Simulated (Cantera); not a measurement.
## Equilibrium for nitride etching: BN + HF + H₂

Charge: 1 mol BN, 8.5 mol HF, 0.46 mol H₂, equilibrated at 19.0 Pa.

Equilibrium computed with Cantera from the NASA thermochemical tables; the gas is ideal and each condensed phase is pure. Candidate condensed phases: B, BN; 31 gas species. The tables' values for BF₂ are old estimates; treat these amounts as uncertain. Kinetics and transport are ignored.

| T (°C) | x HF | x H₂ | x BF₃ | x N₂ | x H | x BF₂ | x BF | x BHF₂ |
|---|---|---|---|---|---|---|---|---|
| 900 | 0.614 | 0.219 | 0.112 | 0.0558 | 4.00e-6 | 7.93e-7 | 7.49e-11 | 1.97e-6 |
| 950 | 0.614 | 0.219 | 0.112 | 0.0558 | 1.02e-5 | 2.46e-6 | 5.36e-10 | 3.30e-6 |
| 1000 | 0.614 | 0.219 | 0.112 | 0.0558 | 2.42e-5 | 6.98e-6 | 3.28e-9 | 5.30e-6 |
| 1050 | 0.614 | 0.219 | 0.112 | 0.0558 | 5.38e-5 | 1.83e-5 | 1.74e-8 | 8.20e-6 |
| 1100 | 0.614 | 0.219 | 0.112 | 0.0558 | 0.000113 | 4.45e-5 | 8.20e-8 | 1.23e-5 |
| 1150 | 0.614 | 0.219 | 0.111 | 0.0558 | 0.000225 | 0.000102 | 3.45e-7 | 1.79e-5 |
| 1200 | 0.614 | 0.218 | 0.111 | 0.0558 | 0.000429 | 0.000219 | 1.31e-6 | 2.53e-5 |
| 1250 | 0.614 | 0.218 | 0.111 | 0.0558 | 0.000783 | 0.000448 | 4.56e-6 | 3.50e-5 |
| 1300 | 0.614 | 0.217 | 0.111 | 0.0557 | 0.00138 | 0.000871 | 1.46e-5 | 4.71e-5 |
| 1350 | 0.614 | 0.216 | 0.110 | 0.0557 | 0.00233 | 0.00162 | 4.30e-5 | 6.18e-5 |
| 1400 | 0.615 | 0.214 | 0.108 | 0.0556 | 0.00383 | 0.00287 | 0.000117 | 7.90e-5 |
| 1450 | 0.616 | 0.212 | 0.106 | 0.0555 | 0.00609 | 0.00485 | 0.000297 | 9.80e-5 |
| 1500 | 0.617 | 0.207 | 0.102 | 0.0553 | 0.00940 | 0.00780 | 0.000696 | 0.000117 |
| 1550 | 0.620 | 0.201 | 0.0965 | 0.0550 | 0.0141 | 0.0119 | 0.00150 | 0.000134 |
x: gas mole fraction; nothing condenses.

From 900 °C to 1550 °C nothing is condensed. The main B-bearing gas is BF₃ throughout.
